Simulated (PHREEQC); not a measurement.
Dissolve 0.015 mol/kgw HBr, 9e-05 mol/kgw CaCl2 and 3.3e-05 mol/kgw CuCl2 at 25 °C. Closed to the air; pH follows from the charge balance.

Equilibrium calculation in PHREEQC: ion-association model, phreeqc.dat.

No solid was allowed to form.

### Question
Estimate the pH, specific conductance.

### Answer
pH 1.87; specific conductance 5880 µS/cm.

Species that the database lacks are ignored.
